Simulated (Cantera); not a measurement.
An isothermal, constant-pressure homogeneous reactor starts with C3H8 : H2 = 1 : 6.3 (molar parts), at 1700 K and 10.00 Torr.

Model: GRI-Mech 3.0 (53 species, 325 reactions), integrated in Cantera. GRI-Mech 3.0 was tuned for natural gas; its chemistry of propane as a main component is partial and can be far from experiment. GRI-Mech 3.0 stops at C3 and has no aromatics, soot or wall deposition, so with more carbon than oxygen in the feed, carbon stays in small species such as C2H2 where larger ones or solid carbon would form. Radical loss at walls, strong at low pressure, is not modelled.

x: mole fraction; the columns are a selection and need not sum to one.

| t (s) | x C3H8 | x H2 | x C2H2 | x CH4 | x CH3 |
|---|---|---|---|---|---|
| 1.00e-6 | 0.137 | 0.863 | 3.89e-11 | 2.89e-6 | 0.000300 |
| 4.45e-6 | 0.135 | 0.862 | 3.77e-9 | 5.61e-5 | 0.00131 |
| 1.98e-5 | 0.128 | 0.856 | 9.98e-7 | 0.00116 | 0.00656 |
| 8.80e-5 | 0.0792 | 0.816 | 0.000411 | 0.0257 | 0.0320 |
| 0.000391 | 0.000355 | 0.751 | 0.0331 | 0.116 | 0.0219 |
| 0.00174 | … | 0.768 | … | 0.119 | … |
| 0.00775 | 2.40e-8 | 0.778 | 0.0981 | 0.113 | 0.00244 |
| 0.0345 | 1.03e-8 | 0.786 | 0.107 | 0.103 | 0.00179 |
| 0.153 | 4.26e-9 | 0.806 | 0.119 | 0.0729 | 0.00136 |
| 0.682 | 3.63e-10 | 0.835 | 0.135 | 0.0282 | 0.000624 |
| 3.03 | 4.79e-12 | 0.850 | 0.143 | 0.00571 | 0.000154 |
| 13.5 | <1e-12 | 0.852 | 0.145 | … | … |
| 60.0 | <1e-12 | 0.853 | 0.145 | 0.000521 | 1.47e-5 |

### Question
Complete the blanks.

### Answer

- 0.00174, x C3H8: 1.80e-7
- 0.00174, x C2H2: 0.0762
- 0.00174, x CH3: 0.00580
- 13.5, x CH4: 0.00117
- 13.5, x CH3: 3.29e-5
